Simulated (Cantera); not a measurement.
Input: 1 mol SiO2, 0.72 mol SiCl4, equilibrated at 0.540 bar.

These are equilibrium values from Cantera (NASA tables, ideal gas, pure condensed phases), not measurements of a reactor. Candidate condensed phases: Si, SiO2; 15 gas species. The tables' values for SiCl3 are old estimates; treat these amounts as uncertain. The tables hold silica as quartz up to 1696 K and as liquid above; real silica turns to tridymite and cristobalite and melts near 1996 K. The numbers say what is thermodynamically allowed, not how fast it happens.

x: gas mole fraction; n: condensed amount in mol.

| T (K) | x SiCl4 | x SiCl3 | x Cl | x Cl2 | x SiCl2 | n SiO2(β-quartz) |
|---|---|---|---|---|---|---|
| 875 | 1.00 | 5.74e-8 | 9.67e-9 | 2.38e-8 | <1e-12 | 1.00 |
| 975 | 1.000 | 7.49e-7 | 1.90e-7 | 2.79e-7 | 1.59e-11 | 1.00 |
| 1075 | 1.000 | 6.12e-6 | 2.12e-6 | 2.00e-6 | 5.94e-10 | 1.00 |
| 1175 | 1.000 | 3.54e-5 | ? | ? | ? | 1.00 |
| 1275 | 1.000 | 0.000157 | 8.22e-5 | 3.73e-5 | 1.60e-7 | 1.00 |
| 1375 | 0.999 | 0.000562 | 0.000338 | 0.000113 | 1.45e-6 | 1.00 |
| 1475 | 0.997 | 0.00170 | ? | ? | ? | 1.00 |
| 1575 | 0.992 | 0.00448 | 0.00328 | 0.000652 | 5.30e-5 | 1.00 |

Q: Some entries are withheld; supply them.

A: 
- 1175, x Cl: 1.55e-5
- 1175, x Cl2: 9.93e-6
- 1175, x SiCl2: 1.22e-8
- 1475, x Cl: 0.00114
- 1475, x Cl2: 0.000290
- 1475, x SiCl2: 9.89e-6
